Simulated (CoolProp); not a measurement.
A Linde-Hampson liquefier for normal hydrogen: isothermal reversible compression at 230 K from 1 atm to 15 MPa, throttling to 1 atm, return gas leaving the recuperator 2 K below the feed. Each further row changes one setting.

The numbers come from the reference Helmholtz-energy equation of state, Leachman 2009 in CoolProp.

```tsv
case	compression work (kJ/kg of gas)
as stated	4840
high pressure 30 MPa	5600
warm-end temperature 260 K	5460
warm-end gap 7 K	4840
```
